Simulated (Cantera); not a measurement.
An isothermal, constant-pressure homogeneous reactor starts with 74.1 % CH₄, 25.9 % CO₂, at 1725 K and 2330 Torr.

Cantera simulation using GRI-Mech 3.0 (53 species, 325 reactions); the numbers are that mechanism's predictions, not measurements. GRI-Mech 3.0 stops at C3 and has no aromatics, soot or wall deposition, so with more carbon than oxygen in the feed, carbon stays in small species such as C2H2 where larger ones or solid carbon would form.

x: mole fraction; the columns are a selection and need not sum to one.

| t (s) | x CH₄ | x CO₂ | x CH₂ | x CH₃ | x H | x H₂O |
|---|---|---|---|---|---|---|
| 0.00100 | 0.503 | 0.221 | 1.75e-7 | 0.00138 | 2.71e-5 | 0.00664 |
| 0.00271 | [?] | [?] | [?] | [?] | [?] | [?] |
| 0.00737 | 0.184 | 0.101 | 9.54e-8 | 0.000508 | 5.51e-5 | 0.0740 |
| 0.0200 | 0.0848 | 0.0291 | 8.89e-8 | 0.000258 | 6.60e-5 | 0.123 |
| 0.0543 | 0.0528 | [?] | [?] | [?] | 7.35e-5 | [?] |
| 0.147 | 0.0490 | 0.00832 | 4.71e-8 | 0.000148 | 7.64e-5 | 0.0713 |
| 0.400 | 0.0464 | 0.00376 | 2.84e-8 | 0.000134 | 7.90e-5 | 0.0293 |
| 1.09 | 0.0444 | 0.000618 | 1.97e-8 | 0.000126 | 8.05e-5 | 0.00460 |
| 2.95 | 0.0440 | 7.29e-6 | 1.83e-8 | 0.000124 | 8.08e-5 | 5.39e-5 |
| 8.00 | 0.0440 | 6.31e-7 | 1.83e-8 | 0.000124 | 8.08e-5 | 4.71e-6 |

Task: Some entries are withheld; supply them.

Result: 
- 0.00271, x CH₄: 0.337
- 0.00271, x CO₂: 0.174
- 0.00271, x CH₂: 1.18e-7
- 0.00271, x CH₃: 0.000885
- 0.00271, x H: 4.18e-5
- 0.00271, x H₂O: 0.0263
- 0.0543, x CO₂: 0.0118
- 0.0543, x CH₂: 7.04e-8
- 0.0543, x CH₃: 0.000166
- 0.0543, x H₂O: 0.111
